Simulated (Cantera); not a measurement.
Thermodynamics of hydrogen reduction and annealing atmospheres, feed Ta2O5 + H2 + H2O

Charge: 1 mol Ta2O5, a varied amount of H2, 0.036 mol H2O, held at 0.000260 bar.

These are equilibrium values from Cantera (NASA tables, ideal gas, pure condensed phases), not measurements of a reactor. Candidate condensed phases: H2O, Ta, Ta2O5; 12 gas species. Mutual solubility and eutectic melting of coexisting phases are not modelled. Condensed phases not in the tables: N, O or C dissolved in the metal. Equilibrium is a limit: real reactors are often held back by kinetics, nucleation or transport.

Stable condensed phases:

```
T in °C \ n(H2) in mol
           10   20   38   73  140  270  510  980 1900
   1625     A    A    A    B    B    B    B    B    B
   1550     A    A    A    B    B    B    B    B    B
   1475     A    A    A    A    B    B    B    B    B
   1400     A    A    A    A    B    B    B    B    B
   1325     A    A    A    A    A    B    B    B    B
   1250     A    A    A    A    A    A    B    B    B
   1175     A    A    A    A    A    A    A    B    B
   1100     A    A    A    A    A    A    A    A    B
   1025     A    A    A    A    A    A    A    A    A
    950     A    A    A    A    A    A    A    A    A
    875     A    A    A    A    A    A    A    A    A
    800     A    A    A    A    A    A    A    A    A
```

A: Ta2O5; B: Ta + Ta2O5.
